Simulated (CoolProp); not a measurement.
Ethylbenzene along the isotherm 620 K: Z from the reference equation and from simpler models built on Tc = 617.1 K, pc = 3.622 MPa, ω = 0.304; each cubic takes its own stable root.

Values from CoolProp's reference Helmholtz-energy equation of state, Zhou 2012.

| p (MPa) | phase | reference |
|---|---|---|
| 0.0286 | gas | 0.9972 |
| 0.0652 | gas | 0.9936 |
| 0.148 | gas | 0.9855 |
| 0.338 | gas | 0.9664 |
| 0.768 | gas | 0.9217 |
| 1.75 | gas | 0.8070 |
| 3.98 | supercritical | 0.2050 |
| 9.06 | supercritical | 0.3509 |

Q: How far does each simpler model (van der Waals, Redlich-Kwong) lie from the reference over these 8 states: mean and median of the absolute difference, and the worst?

A: 
- van der Waals: mean 12.7 %, median 1.0 %, worst +49.7 % at 620 K and 3.98 MPa
- Redlich-Kwong: mean 6.2 %, median 0.3 %, worst +30.0 % at 620 K and 3.98 MPa
